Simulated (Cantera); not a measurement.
Mixture: CH4 : CO : O2 : N2 = 1 : 0.087 : 2.04 : 7.68 (molar parts), at 4.40 bar, adiabatic and at constant volume. Ignition delay is the time to a rise of 400 K.

Model: GRI-Mech 3.0 (53 species, 325 reactions), integrated in Cantera.

Question: What does this change do: 0.038 parts C2H6 added?

Answer: 
```tsv
quantity	before	after
delay at 1100 K	50.1 ms	17.7 ms
delay at 1200 K	11.9 ms	5.08 ms
delay at 1300 K	3.30 ms	1.57 ms
delay at 1400 K	1.03 ms	0.514 ms
delay at 1500 K	0.357 ms	0.181 ms
delay at 1600 K	0.138 ms	70.0 µs
apparent activation energy between 1400 and 1600 K	190 kJ/mol	190 kJ/mol
```

Question: What does this change do: CO 0.087 to 0.037 parts?

Answer: 
```tsv
quantity	before	after
delay at 1100 K	50.1 ms	46.0 ms
delay at 1200 K	11.9 ms	11.3 ms
delay at 1300 K	3.30 ms	3.18 ms
delay at 1400 K	1.03 ms	1.00 ms
delay at 1500 K	0.357 ms	0.351 ms
delay at 1600 K	0.138 ms	0.137 ms
apparent activation energy between 1400 and 1600 K	190 kJ/mol	190 kJ/mol
```
